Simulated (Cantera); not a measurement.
Input (Python, Cantera):

```python
import numpy as np
import cantera as ct

gas = ct.Solution("gri30.yaml")
gas.TPX = 1025, 1600000, {'H2': 1, 'O2': 1.16, 'N2': 4.37}
reactor = ct.IdealGasConstPressureReactor(gas, energy="on", clone=False)
net = ct.ReactorNet([reactor])
net.rtol, net.atol = 1e-08, 1e-16
show = ['H2', 'O2', 'NO', 'N2O', 'O', 'H']
times = np.geomspace(6e-06, 0.8, 11)

steps = ct.SolutionArray(gas, extra=["t"])
rows = []
print(f"{'t/s':>10s}{'T/K':>9s}{'P/Pa':>11s}" + "".join(f"{s:>11s}" for s in show))
for t in times:
    while net.time < t:
        t_next = net.step()
        steps.append(gas.state, t=t_next)
    rows.append([np.interp(t, steps.t, y) for y in (steps.T, steps.P, *steps(*show).X.T)])
    print(f"{t:10.3e}{rows[-1][0]:9.1f}{rows[-1][1]:11.4g}" + "".join(f"{x:11.3e}" for x in rows[-1][2:]))
rate = np.gradient(steps.T, steps.t)
print("integrator steps:", len(steps.t))
if steps.T.max() > steps.T[0] + 200:
    print(f"time of steepest temperature rise: {steps.t[rate.argmax()]:.4e} s")
gas.TPX = 1025, 1600000, {'H2': 1, 'O2': 1.16, 'N2': 4.37}
gas.equilibrate("HP")
print(f"equilibrium (HP): T = {gas.T:.1f} K  " + "  ".join(f"{s} {gas[s].X[0]:.3e}" for s in show))
```

Result:

```
       t/s      T/K       P/Pa         H2         O2         NO        N2O          O          H
 6.000e-06   1025.0    1.6e+06  1.531e-01  1.776e-01  1.975e-22  6.724e-16  6.603e-12  2.328e-11
 1.953e-05   1025.0    1.6e+06  1.531e-01  1.776e-01  7.206e-22  3.112e-15  7.105e-12  2.505e-11
 6.355e-05   1025.0    1.6e+06  1.531e-01  1.776e-01  2.919e-21  1.964e-14  8.919e-12  3.145e-11
 2.068e-04   1025.0    1.6e+06  1.531e-01  1.776e-01  1.891e-20  1.716e-13  1.694e-11  5.973e-11
 6.732e-04   1025.0    1.6e+06  1.531e-01  1.776e-01  5.301e-19  2.244e-12  7.872e-11  2.776e-10
 2.191e-03   1025.6    1.6e+06  1.530e-01  1.776e-01  1.218e-16  6.371e-11  1.419e-09  5.017e-09
 7.130e-03   2120.6    1.6e+06  8.560e-05  1.088e-01  4.661e-05  1.511e-06  1.329e-04  8.237e-06
 2.321e-02   2119.2    1.6e+06  8.493e-05  1.085e-01  6.725e-04  1.505e-06  1.315e-04  8.135e-06
 7.553e-02   2115.2    1.6e+06  8.306e-05  1.077e-01  2.429e-03  1.489e-06  1.275e-04  7.854e-06
 2.458e-01   2108.3    1.6e+06  7.985e-05  1.061e-01  5.514e-03  1.470e-06  1.207e-04  7.383e-06
 8.000e-01   2105.4    1.6e+06  7.851e-05  1.055e-01  6.839e-03  1.466e-06  1.179e-04  7.188e-06
integrator steps: 1728
time of steepest temperature rise: 6.1710e-03 s
equilibrium (HP): T = 2105.3 K  H2 7.848e-05  O2 1.055e-01  NO 6.862e-03  N2O 1.466e-06  O 1.178e-04  H 7.184e-06
```

Computed with Cantera and GRI-Mech 3.0 (53 species, 325 reactions). The hydrogen kinetics of GRI-Mech 3.0 are dated; newer H2 mechanisms differ, most at raised pressure. The pressure lies above the range GRI-Mech 3.0 was tuned for (to about 10 atm).
